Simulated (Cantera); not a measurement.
Input (Python, Cantera):

```python
import numpy as np
import cantera as ct

gas = ct.Solution("gri30.yaml")
gas.TPX = 1423, 14000, {'CH4': 0.014, 'H2': 1, 'CO2': 0.0031}
reactor = ct.IdealGasConstPressureReactor(gas, energy="off", clone=False)
net = ct.ReactorNet([reactor])
net.rtol, net.atol = 1e-08, 1e-18
show = ['CH4', 'H2', 'CO2', 'CH2CO', 'H2O', 'CH2', 'HO2']
times = np.geomspace(9e-05, 300, 15)

steps = ct.SolutionArray(gas, extra=["t"])
rows = []
print(f"{'t/s':>10s}{'T/K':>9s}{'P/Pa':>11s}" + "".join(f"{s:>11s}" for s in show))
for t in times:
    while net.time < t:
        t_next = net.step()
        steps.append(gas.state, t=t_next)
    rows.append([np.interp(t, steps.t, y) for y in (steps.T, steps.P, *steps(*show).X.T)])
    print(f"{t:10.3e}{rows[-1][0]:9.1f}{rows[-1][1]:11.4g}" + "".join(f"{x:11.3e}" for x in rows[-1][2:]))
rate = np.gradient(steps.T, steps.t)
print("integrator steps:", len(steps.t))
if steps.T.max() > steps.T[0] + 200:
    print(f"time of steepest temperature rise: {steps.t[rate.argmax()]:.4e} s")
gas.TPX = 1423, 14000, {'CH4': 0.014, 'H2': 1, 'CO2': 0.0031}
gas.equilibrate("TP")
print(f"equilibrium (TP): T = {gas.T:.1f} K  " + "  ".join(f"{s} {gas[s].X[0]:.3e}" for s in show))
```

It prints:

```
       t/s      T/K       P/Pa        CH4         H2        CO2      CH2CO        H2O        CH2        HO2
 9.000e-05   1423.0    1.4e+04  1.376e-02  9.832e-01  3.048e-03  3.322e-23  7.818e-11  1.847e-16  1.793e-23
 2.631e-04   1423.0    1.4e+04  1.376e-02  9.832e-01  3.048e-03  2.329e-21  6.959e-10  1.623e-15  1.255e-22
 7.693e-04   1423.0    1.4e+04  1.376e-02  9.832e-01  3.048e-03  1.667e-19  6.028e-09  1.403e-14  6.317e-22
 2.249e-03   1423.0    1.4e+04  1.376e-02  9.832e-01  3.048e-03  1.221e-17  5.185e-08  1.205e-13  2.258e-21
 6.575e-03   1423.0    1.4e+04  1.376e-02  9.832e-01  3.047e-03  8.635e-16  4.414e-07  1.017e-12  6.763e-21
 1.922e-02   1423.0    1.4e+04  1.376e-02  9.832e-01  3.044e-03  5.647e-14  3.693e-06  7.987e-12  1.766e-20
 5.620e-02   1423.0    1.4e+04  1.376e-02  9.831e-01  3.021e-03  2.003e-12  2.714e-05  3.917e-11  3.446e-20
 1.643e-01   1423.0    1.4e+04  1.375e-02  9.830e-01  2.917e-03  1.619e-11  1.308e-04  5.988e-11  4.394e-20
 4.804e-01   1423.0    1.4e+04  1.373e-02  9.828e-01  2.621e-03  5.907e-11  4.269e-04  6.022e-11  5.256e-20
 1.404e+00   1423.0    1.4e+04  1.368e-02  9.821e-01  1.916e-03  1.698e-10  1.131e-03  6.012e-11  6.195e-20
 4.106e+00   1423.0    1.4e+04  1.353e-02  9.810e-01  7.677e-04  3.971e-10  2.279e-03  5.980e-11  4.537e-20
 1.200e+01   1423.0    1.4e+04  1.314e-02  9.805e-01  5.573e-05  7.121e-10  2.990e-03  5.878e-11  1.556e-20
 3.510e+01   1423.0    1.4e+04  1.226e-02  9.809e-01  4.175e-06  1.168e-09  3.037e-03  5.638e-11  1.317e-20
 1.026e+02   1423.0    1.4e+04  1.106e-02  9.815e-01  4.145e-06  1.770e-09  3.026e-03  5.305e-11  1.369e-20
 3.000e+02   1423.0    1.4e+04  1.056e-02  9.818e-01  4.138e-06  1.993e-09  2.993e-03  5.159e-11  1.368e-20
integrator steps: 684
equilibrium (TP): T = 1423.0 K  CH4 8.563e-03  H2 9.843e-01  CO2 4.108e-10  CH2CO 5.156e-10  H2O 1.515e-07  CH2 4.161e-11  HO2 3.594e-29
```

Model: GRI-Mech 3.0 (53 species, 325 reactions), integrated in Cantera. GRI-Mech 3.0 stops at C3 and has no aromatics, soot or wall deposition, so with more carbon than oxygen in the feed, carbon stays in small species such as C2H2 where larger ones or solid carbon would form.
